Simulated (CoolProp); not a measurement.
Vapour-liquid equilibrium of fluoroethane (R161) (1) + R134a (2) at 0.604 MPa; x and y are mole fractions of (1).

The numbers come from the multi-fluid Helmholtz-energy mixture model, Wu 2012 and Tillner-Roth 1994; pair parameters Bell 2016 in CoolProp.

```csv
x,"bubble temperature, mixture model (°C)","bubble temperature, Raoult's law (°C)","y, mixture model","y, Raoult's law"
0.05,21.4,21.1,0.061,0.069
0.15,20.4,19.9,0.180,0.199
0.25,19.5,18.6,0.297,0.320
0.35,18.4,17.4,0.411,0.433
0.45,17.3,16.2,0.520,0.538
0.55,16.1,15.1,0.624,0.635
0.65,14.8,13.9,0.721,0.727
0.75,13.6,12.8,0.811,0.811
0.85,12.2,11.8,0.893,0.891
0.95,10.9,10.7,0.966,0.965
```

The largest gap from Raoult's law is +1.1 K in bubble temperature, at x = 0.45. No azeotrope shows between x = 0.05 and 0.95.

The pair parameters rest on a limited set of measurements; away from them the model extrapolates.
